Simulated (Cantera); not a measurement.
Charge: 1 mol Fe, 3.5 mol SO2, 35 mol N2, at 0.110 bar.

Method: chemical equilibrium by Gibbs-energy minimisation in Cantera with the NASA 1993 tables (ideal gas, pure condensed phases). Candidate condensed phases: Fe, FeO, FeS, FeSO4, FeS2, Fe2O3, Fe2(SO4)3, Fe3O4, S; 19 gas species. FeS: taken at fixed stoichiometry. Gases not in the tables: S3 to S7. Equilibrium is a limit: real reactors are often held back by kinetics, nucleation or transport. All values below are at 700 °C.

Base state: N2 0.918, SO2 0.0777, S2 0.00433, S2O 0.000160 (mole fractions); condensed: FeS(s) + Fe3O4(s).

Question: What changes in the equilibrium state with this change: SO2 from 3.5 to 0.086 mol?

Answer: 
```
species          before   after
-------------  --------  ------
N2                0.918    1.00
S2              0.00433   <1e-9
SO2              0.0777   <1e-9
S2O            0.000160   <1e-9
FeS(s), mol       0.197  0.0860
Fe3O4(s), mol     0.268       0
Fe(α), mol            0   0.742
FeO(s), mol           0   0.172
```
The tables' stoichiometric FeO is somewhat more stable than real wüstite, so its field is too wide. FeO, FeS: taken at fixed stoichiometry.
